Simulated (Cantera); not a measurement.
Input: 1 mol Si, 0.036 mol N2O, 16 mol N2, held at 2025 K and 17.0 Pa.

Cantera equilibrium calculation (NASA polynomials, part measured and part estimated; ideal gas, pure solids and liquids). Candidate condensed phases: Si, SiO2, Si2N2O, Si3N4; 16 gas species. The tables' values for SiN are old estimates; treat these amounts as uncertain. Equilibrium is a limit: real reactors are often held back by kinetics, nucleation or transport.

Base state: N2 0.941, Si 0.0561, SiO 0.00211, SiN 0.000174, Si2 0.000101, Si2N 3.67e-5 (mole fractions); condensed: gas only.

Problem. What changes in the equilibrium state with this change: temperature from 2025 K to 1025 K?

Solution. 
```csv
species,before,after
N2,0.941,1.00
Si,0.0561,<1e-9
SiO,0.00211,<1e-9
SiN,0.000174,<1e-9
Si2,0.000101,<1e-9
"Si2N2O(s), mol",0,0.0360
"Si3N4(s), mol",0,0.309
```
Mutual solubility and eutectic melting of coexisting phases are not modelled.

Problem. What changes in the equilibrium state with this change: temperature from 2025 K to 1348 K?

Solution. 
```json
[
 {"species": "N2", "before": "0.941", "after": "1.000"},
 {"species": "SiO", "before": "0.00211", "after": "1.77e-5"},
 {"species": "Si", "before": "0.0561", "after": "5.10e-8"},
 {"species": "Si2", "before": "0.000101", "after": "<1e-9"},
 {"species": "SiN", "before": "0.000174", "after": "1.76e-9"},
 {"species": "Si2N2O(s), mol", "before": "0", "after": "0.0357"},
 {"species": "Si3N4(s), mol", "before": "0", "after": "0.309"}
]
```
Mutual solubility and eutectic melting of coexisting phases are not modelled.
